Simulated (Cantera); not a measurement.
Input: 1 mol Si₂Cl₆, 0.062 mol HCl, 57 mol N₂, held at 2100 Pa.

These are equilibrium values from Cantera (NASA tables, ideal gas, pure condensed phases), not measurements of a reactor. Candidate condensed phases: NH₄Cl, Si, Si₃N₄; 28 gas species. The feed counts by its element totals alone. N₂ is the only nitrogen source here; it is nearly inert below about 1500 K, so the nitride shown seldom forms there in practice. Kinetics and transport are ignored.

**Question.** Which condensed phases are stable at each of these points (T (K)): 1000, 1050, 1100, 1150, 1200, 1250, 1300, 1350, 1400, 1450, 1500, 1550, 1600?

**Answer.** 
```
T (K)  condensed phases  Si condensed (%)
-----  ----------------  ----------------
1000           Si₃N₄(s)              25.0
1050           Si₃N₄(s)              24.9
1100           Si₃N₄(s)              24.8
1150           Si₃N₄(s)              24.6
1200           Si₃N₄(s)              24.1
1250           Si₃N₄(s)              22.9
1300           Si₃N₄(s)              20.4
1350           Si₃N₄(s)              15.4
1400           Si₃N₄(s)               6.4
1450           gas only               0.0
1500           gas only               0.0
1550           gas only               0.0
1600           gas only               0.0
```

From 1000 K to 1400 K the condensed part is Si₃N₄(s). From 1450 K to 1600 K nothing is condensed.
